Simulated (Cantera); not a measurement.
A closed system holds: 1 mol B2O3, 24 mol NH3, at 190 Pa.

Cantera equilibrium calculation (NASA polynomials, part measured and part estimated; ideal gas, pure solids and liquids). Candidate condensed phases: B, BN, B2O3, B3O3H3, H2O; 39 gas species. Mutual solubility and eutectic melting of coexisting phases are not modelled. The numbers say what is thermodynamically allowed, not how fast it happens. All values below are at 1250 K.

Base state: H2 0.749, N2 0.250, HBO2 0.000851, H2O 0.000509, HBO 0.000106, B2O3 2.32e-5 (mole fractions); condensed: BN(s) + B2O3(l).

**Question.** What changes in the equilibrium state with this change: B2O3 replaced by BCl3?

**Answer.** 
| species | before | after |
|---|---|---|
| H2 | 0.749 | 0.704 |
| N2 | 0.250 | 0.235 |
| HCl | 0 | 0.0612 |
| HBO2 | 0.000851 | 0 |
| H2O | 0.000509 | 0 |
| HBO | 0.000106 | 0 |
| B2O3 | 2.32e-5 | 0 |
| BN(s), mol | 0.0282 | 1.000 |
| B2O3(l), mol | 0.962 | 0 |
Further candidate phases: NH4Cl.
